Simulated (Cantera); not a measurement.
Input: 1 mol BN, 1.2 mol HCl, 41 mol N2, 28 mol H2O, held at 1023 K and 0.500 bar.

Method: chemical equilibrium by Gibbs-energy minimisation in Cantera with the NASA 1993 tables (ideal gas, pure condensed phases). Candidate condensed phases: B, BN, B2O3, B3O3H3, H2O, NH4Cl; 49 gas species. Gases not in the tables: H3BO3. Equilibrium is a limit: real reactors are often held back by kinetics, nucleation or transport.

Base state: N2 0.588, H2O 0.370, H2 0.0213, HCl 0.0170, (HBO2)3 0.00395, HBO2 3.61e-5 (mole fractions); condensed: B2O3(l).

Task: What changes in the equilibrium state with this change: temperature from 1023 K to 2173 K?

Result: 
```json
[
 {"species": "N2", "before": "0.588", "after": "0.581"},
 {"species": "H2O", "before": "0.370", "after": "0.361"},
 {"species": "H2", "before": "0.0213", "after": "0.0233"},
 {"species": "HBO2", "before": "3.61e-5", "after": "0.0137"},
 {"species": "HCl", "before": "0.0170", "after": "0.0163"},
 {"species": "(HBO2)3", "before": "0.00395", "after": "<1e-9"},
 {"species": "OH", "before": "<1e-9", "after": "0.00216"},
 {"species": "H", "before": "<1e-9", "after": "0.00104"},
 {"species": "B2O3(l), mol", "before": "0.0806", "after": "0"}
]
```

Task: What changes in the equilibrium state with this change: pressure from 0.500 bar to 0.100 bar?

Result: 
```json
[
 {"species": "N2", "before": "0.588", "after": "0.587"},
 {"species": "H2O", "before": "0.370", "after": "0.372"},
 {"species": "H2", "before": "0.0213", "after": "0.0212"},
 {"species": "(HBO2)3", "before": "0.00395", "after": "0.00179"},
 {"species": "HCl", "before": "0.0170", "after": "0.0170"},
 {"species": "HBO2", "before": "3.61e-5", "after": "8.10e-5"},
 {"species": "B2O3(l), mol", "before": "0.0806", "after": "0.308"}
]
```
